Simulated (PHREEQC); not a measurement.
1.6 g of hydrous ferric oxide (600 m²/g; 0.2 weak and 0.005 strong sites per Fe, Dzombak-Morel constants, diffuse double layer) in 1 kg of water with 0.05 mol/kgw of an inert sodium salt and 0.00023 mol Na2SO4 and 0.0043 mol CuSO4, at 25 °C; the pH is set by adding NaOH or the inert anion's acid. O2 is buffered at 0.21 atm. The system is closed to CO2. Nothing may precipitate in this run.

The numbers come from PHREEQC with the ion-association model, wateq4f.dat.

Task: Predict S sorbed (%), Cu sorbed (%), surface charge σ (C/m²) at pH = 4, 6, 6.67, 8.67, 10.67.

Result: 
```
pH     S sorbed (%)  Cu sorbed (%)  surface charge σ (C/m²)
-----  ------------  -------------  -----------------------
4              34.2            3.4                    0.055
6              21.0           61.9                    0.095
6.67           18.9           64.9                    0.110
8.67            8.5           54.5                    0.068
10.67           0.0           40.7                   -0.012
```

Along this series the solution becomes supersaturated in solids that the run did not let form, among them Cu(OH)2, Brochantite, Antlerite. Complexes and solids missing from the database can't appear. The database's constant for dissolved Cu(OH)2 is higher than later reviews accept.
